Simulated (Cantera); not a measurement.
Input (Python, Cantera):

```python
import numpy as np
import cantera as ct

gas = ct.Solution("gri30.yaml")
gas.TPX = 1025, 1333, {'H2': 0.27, 'O2': 1}
inlet = ct.Reservoir(gas, clone=True)

reactor = ct.IdealGasConstPressureReactor(gas, energy="off", clone=False)
exhaust = ct.Reservoir(gas, clone=True)
tau = [1.2, 0.63, 0.33, 0.17, 0.09, 0.047, 0.025, 0.013, 0.0068][0]
for a, b in ((inlet, reactor), (reactor, exhaust)):
    ct.MassFlowController(a, b, mdot=lambda t: reactor.mass / tau)
net = ct.ReactorNet([reactor])
show = ['H2', 'O2', 'HO2', 'OH', 'H2O2', 'H', 'H2O']

rows = []
print(f"{'tau/s':>10s}{'T/K':>9s}" + "".join(f"{s:>11s}" for s in show))
for tau in [1.2, 0.63, 0.33, 0.17, 0.09, 0.047, 0.025, 0.013, 0.0068]:
    net.initial_time = 0.0
    net.advance(30 * tau)
    before = gas.X
    net.advance(40 * tau)
    drift = np.max(np.abs(gas.X - before) / (gas.X + 1e-9))
    rows.append([gas.T, *gas[show].X, drift])
    print(f"{tau:10.3e}{gas.T:9.1f}" + "".join(f"{x:11.3e}" for x in gas[show].X))
```

It prints:

```
     tau/s      T/K         H2         O2        HO2         OH       H2O2          H        H2O
 1.200e+00   1025.0  1.108e-03  7.606e-01  8.697e-06  8.540e-04  4.589e-07  3.135e-04  2.358e-01
 6.300e-01   1025.0  1.632e-03  7.599e-01  1.024e-05  1.079e-03  4.967e-07  5.943e-04  2.348e-01
 3.300e-01   1025.0  2.393e-03  7.588e-01  1.174e-05  1.369e-03  5.293e-07  1.126e-03  2.333e-01
 1.700e-01   1025.0  3.525e-03  7.572e-01  1.316e-05  1.753e-03  5.553e-07  2.156e-03  2.310e-01
 9.000e-02   1025.0  5.090e-03  7.548e-01  1.431e-05  2.224e-03  5.712e-07  3.987e-03  2.275e-01
 4.700e-02   1025.0  7.384e-03  7.512e-01  1.518e-05  2.827e-03  5.754e-07  7.358e-03  2.219e-01
 2.500e-02   1025.0  1.057e-02  7.462e-01  1.564e-05  3.536e-03  5.659e-07  1.301e-02  2.137e-01
 1.300e-02   1025.0  1.526e-02  7.391e-01  1.562e-05  4.379e-03  5.424e-07  2.241e-02  2.010e-01
 6.800e-03   1025.0  2.192e-02  7.307e-01  1.508e-05  5.259e-03  5.117e-07  3.552e-02  1.836e-01
```

Cantera simulation using GRI-Mech 3.0 (53 species, 325 reactions); the numbers are that mechanism's predictions, not measurements. Radical loss at walls, strong at low pressure, is not modelled. The temperature is held fixed by assumption; the heat of reaction is taken as removed at once.
